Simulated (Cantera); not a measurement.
A perfectly stirred reactor is fed with N₂O : O₂ = 1 : 0.84 (molar parts), at 13300 Pa; it is held at 1098 K, and followed from long to short residence time.

Computed with Cantera and GRI-Mech 3.0 (53 species, 325 reactions). GRI-Mech 3.0 was tuned for natural gas; its chemistry of N2O as a main component is partial and can be far from experiment. The mechanism lacks the step 2 NO + O2 → 2 NO2, which can matter for NO2 below about 1400 K. The temperature is held fixed by assumption; the heat of reaction is taken as removed at once.

**Question.** What does this change do: temperature 1098 to 1025 K?

**Answer.** 
```
quantity                before     after
---------------------  -------  --------
x(N₂O) at τ = 9.00 s     0.489     0.533
x(O₂) at τ = 9.00 s      0.467     0.458
x(NO) at τ = 9.00 s    0.00289  0.000366
x(N₂) at τ = 9.00 s     0.0416   0.00776
x(O) at τ = 9.00 s     3.15e-7   7.26e-8
x(N₂O) at τ = 0.260 s    0.542     0.543
x(O₂) at τ = 0.260 s     0.457     0.457
x(NO) at τ = 0.260 s   9.33e-5   1.08e-5
x(N₂) at τ = 0.260 s   0.00134  0.000228
x(O) at τ = 0.260 s    3.17e-7   7.27e-8
```
